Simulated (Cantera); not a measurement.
Thermodynamics of roasting and sulfation, feed MgO + SO2 + CO2 + O2

A closed system holds: 1 mol MgO, 4.9 mol SO2, 0.55 mol CO2, 5.9 mol O2, at 750 °C and 75.0 Torr.

These are equilibrium values from Cantera (NASA tables, ideal gas, pure condensed phases), not measurements of a reactor. Candidate condensed phases: C, Mg, MgCO3, MgO, MgS, MgSO4, S; 26 gas species. Equilibrium is a limit: real reactors are often held back by kinetics, nucleation or transport.

x(O2): 0.526
x(SO2): 0.315
x(SO3): 0.100
x(CO2): 0.0586
n(MgSO4(s)): 1.00 mol
gas amount: 9.379 mol
log10 activity of S(l) (absent): -15.29
log10 activity of C(graphite) (absent): -21.17
log10 activity of Mg(l) (absent): -27.37
